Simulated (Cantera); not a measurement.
What does this Cantera script print?

```python
import numpy as np
import cantera as ct

gas = ct.Solution("gri30.yaml")
gas.TPX = 1275, 24000, {'CO': 1, 'H2': 0.55, 'O2': 1.14, 'N2': 4.29}
reactor = ct.IdealGasReactor(gas, energy="on", clone=False)
net = ct.ReactorNet([reactor])
net.rtol, net.atol = 1e-08, 1e-16
show = ['CO', 'H2', 'O2', 'NO', 'HO2', 'H', 'CO2']
times = np.geomspace(2e-06, 10, 12)

steps = ct.SolutionArray(gas, extra=["t"])
rows = []
print(f"{'t/s':>10s}{'T/K':>9s}{'P/Pa':>11s}" + "".join(f"{s:>11s}" for s in show))
for t in times:
    while net.time < t:
        t_next = net.step()
        steps.append(gas.state, t=t_next)
    rows.append([np.interp(t, steps.t, y) for y in (steps.T, steps.P, *steps(*show).X.T)])
    print(f"{t:10.3e}{rows[-1][0]:9.1f}{rows[-1][1]:11.4g}" + "".join(f"{x:11.3e}" for x in rows[-1][2:]))
rate = np.gradient(steps.T, steps.t)
print("integrator steps:", len(steps.t))
if steps.T.max() > steps.T[0] + 200:
    print(f"time of steepest temperature rise: {steps.t[rate.argmax()]:.4e} s")
gas.TPX = 1275, 24000, {'CO': 1, 'H2': 0.55, 'O2': 1.14, 'N2': 4.29}
gas.equilibrate("UV")
print(f"equilibrium (UV): T = {gas.T:.1f} K  " + "  ".join(f"{s} {gas[s].X[0]:.3e}" for s in show))
```

Output:

```
       t/s      T/K       P/Pa         CO         H2         O2         NO        HO2          H        CO2
 2.000e-06   1275.0    2.4e+04  1.433e-01  7.880e-02  1.633e-01  3.357e-20  1.614e-09  1.799e-09  1.725e-09
 8.129e-06   1275.0    2.4e+04  1.433e-01  7.880e-02  1.633e-01  6.990e-19  6.572e-09  1.149e-08  7.857e-09
 3.304e-05   1275.0    2.4e+04  1.433e-01  7.880e-02  1.633e-01  3.148e-17  3.145e-08  2.352e-07  7.838e-08
 1.343e-04   1279.4  2.408e+04  1.426e-01  7.366e-02  1.604e-01  6.918e-10  1.308e-05  2.778e-03  7.095e-04
 5.458e-04   2052.9  3.712e+04  6.623e-02  8.887e-03  7.871e-02  6.409e-05  4.221e-06  2.389e-02  8.290e-02
 2.218e-03   2606.1  4.547e+04  4.816e-02  4.794e-03  7.264e-02  1.933e-03  5.420e-06  5.255e-03  1.064e-01
 9.016e-03   2634.8  4.582e+04  4.550e-02  4.455e-03  6.781e-02  1.083e-02  5.884e-06  4.402e-03  1.096e-01
 3.664e-02   2631.0  4.573e+04  4.528e-02  4.443e-03  6.601e-02  1.469e-02  5.726e-06  4.318e-03  1.099e-01
 1.489e-01   2631.0  4.573e+04  4.528e-02  4.443e-03  6.600e-02  1.471e-02  5.726e-06  4.317e-03  1.099e-01
 6.053e-01   2631.0  4.573e+04  4.528e-02  4.443e-03  6.600e-02  1.471e-02  5.726e-06  4.317e-03  1.099e-01
 2.460e+00   2631.0  4.573e+04  4.528e-02  4.443e-03  6.600e-02  1.471e-02  5.726e-06  4.317e-03  1.099e-01
 1.000e+01   2631.0  4.573e+04  4.528e-02  4.443e-03  6.600e-02  1.471e-02  5.726e-06  4.317e-03  1.099e-01
integrator steps: 1470
time of steepest temperature rise: 1.8012e-04 s
equilibrium (UV): T = 2631.0 K  CO 4.528e-02  H2 4.443e-03  O2 6.600e-02  NO 1.471e-02  HO2 5.726e-06  H 4.317e-03  CO2 1.099e-01
```

Computed with Cantera and GRI-Mech 3.0 (53 species, 325 reactions).
